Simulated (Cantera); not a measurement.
Charge: 1 mol Si, 2.2 mol HBr, 32 mol H2, equilibrated at 94.0 Pa.

Points: T (K) = 450, 550, 650, 750, 850, 950, 1050, 1150, 1250, 1350, 1450, 1550, 1650.

Cantera's Mixture.equilibrate('TP', solver="vcs", rtol=1e-11, max_steps=5000) on the NASA tables stopped like this:

```
T = 450 K  P = 94 Pa  gas = 33.65 mol
   x: H2 9.836e-01  SiBr4 1.610e-02  SiHBr3 3.208e-04
   condensed (mol): Si(cr) 0.4473
T = 550 K  P = 94 Pa  gas = 33.65 mol
   x: H2 9.834e-01  SiBr4 1.598e-02  SiHBr3 4.453e-04  HBr 1.311e-04
   condensed (mol): Si(cr) 0.4473
T = 650 K  P = 94 Pa  gas = 33.66 mol
   x: H2 9.826e-01  SiBr4 1.563e-02  HBr 1.197e-03  SiHBr3 5.408e-04
   condensed (mol): Si(cr) 0.4554
T = 750 K  P = 94 Pa  gas = 33.69 mol
   x: H2 9.791e-01  SiBr4 1.439e-02  HBr 5.885e-03  SiHBr3 5.860e-04  SiBr2 1.602e-05  SiH2Br2 1.111e-05
   condensed (mol): Si(cr) 0.4941
ERROR: FAILURE its = 5001!

*******************************************************************************
CanteraError thrown by MultiPhase::equilibrate:
VCS solver failed. Return code: -1
*******************************************************************************
```

**Question.** What got this run through?

**Answer.** Several could match; the one computed here: The failure is numerical, not chemical. The same input converged with solver="gibbs", rtol=1e-10, max_steps=50000, and the result passed a check of the equilibrium conditions:
```
T = 450 K  P = 94 Pa  gas = 33.65 mol
   x: H2 9.836e-01  SiBr4 1.610e-02  SiHBr3 3.208e-04
   condensed (mol): Si(cr) 0.4473
T = 550 K  P = 94 Pa  gas = 33.65 mol
   x: H2 9.834e-01  SiBr4 1.598e-02  SiHBr3 4.453e-04  HBr 1.311e-04
   condensed (mol): Si(cr) 0.4473
T = 650 K  P = 94 Pa  gas = 33.66 mol
   x: H2 9.826e-01  SiBr4 1.563e-02  HBr 1.197e-03  SiHBr3 5.408e-04
   condensed (mol): Si(cr) 0.4554
T = 750 K  P = 94 Pa  gas = 33.69 mol
   x: H2 9.791e-01  SiBr4 1.439e-02  HBr 5.885e-03  SiHBr3 5.860e-04  SiBr2 1.602e-05  SiH2Br2 1.111e-05
   condensed (mol): Si(cr) 0.4941
T = 850 K  P = 94 Pa  gas = 33.81 mol
   x: H2 9.694e-01  HBr 1.869e-02  SiBr4 1.103e-02  SiHBr3 5.301e-04  SiBr2 2.461e-04  SiBr3 5.323e-05  SiH2Br2 1.194e-05
   condensed (mol): Si(cr) 0.5986
T = 950 K  P = 94 Pa  gas = 34.01 mol
   x: H2 9.530e-01  HBr 3.992e-02  SiBr4 5.048e-03  SiBr2 1.577e-03  SiHBr3 3.166e-04  SiBr3 1.469e-04
   condensed (mol): Si(cr) 0.7586
T = 1050 K  P = 94 Pa  gas = 34.17 mol
   x: H2 9.419e-01  HBr 5.339e-02  SiBr2 3.692e-03  SiBr4 7.417e-04  SiBr3 1.267e-04  SiHBr3 7.953e-05  Br 1.651e-05
   condensed (mol): Si(cr) 0.8413
T = 1150 K  P = 94 Pa  gas = 34.2 mol
   x: H2 9.407e-01  HBr 5.435e-02  SiBr2 4.722e-03  Br 7.676e-05  SiBr4 6.216e-05  SiBr3 5.708e-05  SiHBr3 1.303e-05
   condensed (mol): Si(cr) 0.834
T = 1250 K  P = 94 Pa  gas = 34.2 mol
   x: H2 9.411e-01  HBr 5.320e-02  SiBr2 5.369e-03  Br 2.699e-04  SiBr3 2.617e-05  H 1.530e-05
   condensed (mol): Si(cr) 0.8151
T = 1350 K  P = 94 Pa  gas = 34.21 mol
   x: H2 9.415e-01  HBr 5.176e-02  SiBr2 5.856e-03  Br 7.824e-04  H 7.542e-05  SiBr3 1.311e-05
   condensed (mol): Si(cr) 0.799
T = 1450 K  P = 94 Pa  gas = 34.24 mol
   x: H2 9.416e-01  HBr 4.997e-02  SiBr2 6.147e-03  Br 1.941e-03  H 2.993e-04  SiBr 2.521e-05
   condensed (mol): Si(cr) 0.7883
T = 1550 K  P = 94 Pa  gas = 34.29 mol
   x: H2 9.410e-01  HBr 4.753e-02  SiBr2 6.148e-03  Br 4.212e-03  H 9.965e-04  SiBr 1.003e-04  Si 3.534e-05
   condensed (mol): Si(cr) 0.7842
T = 1650 K  P = 94 Pa  gas = 34.4 mol
   x: H2 9.386e-01  HBr 4.404e-02  Br 8.074e-03  SiBr2 5.752e-03  H 2.871e-03  SiBr 3.259e-04  Si 2.850e-04  SiH 1.546e-05
   condensed (mol): Si(cr) 0.7801
```

The gas is ideal and each condensed phase is pure. The tables' values for SiBr, SiBr3 are old estimates; treat these amounts as uncertain.
